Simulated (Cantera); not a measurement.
An adiabatic, constant-pressure homogeneous reactor starts with CO : H2 : O2 : N2 = 1 : 0.92 : 1.14 : 4.3 (molar parts), at 1500 K and 4.05 atm. Integrator tolerance rtol = 1e-08.

Detailed kinetics in Cantera: GRI-Mech 3.0 (53 species, 325 reactions). The hydrogen kinetics of GRI-Mech 3.0 are dated; newer H2 mechanisms differ, most at raised pressure.

Task: What does this change do: 0.21 parts H2O added?

Result: 
```json
[
 {"quantity": "time of steepest temperature rise", "before": "4.21 µs", "after": "4.41 µs"},
 {"quantity": "temperature at 0.400 s", "before": "2841 K", "after": "2809 K"},
 {"quantity": "equilibrium temperature", "before": "2841 K", "after": "2809 K"},
 {"quantity": "x(CO) at 0.400 s", "before": "0.0465 (gas-phase equilibrium 0.0465)", "after": "0.0418 (gas-phase equilibrium 0.0418)"},
 {"quantity": "x(H2) at 0.400 s", "before": "0.00758 (gas-phase equilibrium 0.00758)", "after": "0.00836 (gas-phase equilibrium 0.00836)"},
 {"quantity": "x(O2) at 0.400 s", "before": "0.0396 (gas-phase equilibrium 0.0396)", "after": "0.0378 (gas-phase equilibrium 0.0378)"},
 {"quantity": "x(H) at 0.400 s", "before": "0.00408 (gas-phase equilibrium 0.00408)", "after": "0.00384 (gas-phase equilibrium 0.00384)"},
 {"quantity": "x(HO2) at 0.400 s", "before": "1.39e-5 (gas-phase equilibrium 1.39e-5)", "after": "1.39e-5 (gas-phase equilibrium 1.39e-5)"},
 {"quantity": "x(N2O) at 0.400 s", "before": "1.56e-6 (gas-phase equilibrium 1.56e-6)", "after": "1.42e-6 (gas-phase equilibrium 1.42e-6)"}
]
```

Task: What does this change do: initial temperature 1500 to 1325 K?

Result: 
| quantity | before | after |
|---|---|---|
| time of steepest temperature rise | 4.21 µs | 8.51 µs |
| temperature at 0.400 s | 2841 K | 2774 K |
| equilibrium temperature | 2841 K | 2774 K |
| x(CO) at 0.400 s | 0.0465 (gas-phase equilibrium 0.0465) | 0.0391 (gas-phase equilibrium 0.0391) |
| x(H2) at 0.400 s | 0.00758 (gas-phase equilibrium 0.00758) | 0.00624 (gas-phase equilibrium 0.00624) |
| x(O2) at 0.400 s | 0.0396 (gas-phase equilibrium 0.0396) | 0.0375 (gas-phase equilibrium 0.0375) |
| x(H) at 0.400 s | 0.00408 (gas-phase equilibrium 0.00408) | 0.00293 (gas-phase equilibrium 0.00293) |
| x(HO2) at 0.400 s | 1.39e-5 (gas-phase equilibrium 1.39e-5) | 1.18e-5 (gas-phase equilibrium 1.18e-5) |
| x(N2O) at 0.400 s | 1.56e-6 (gas-phase equilibrium 1.56e-6) | 1.39e-6 (gas-phase equilibrium 1.39e-6) |
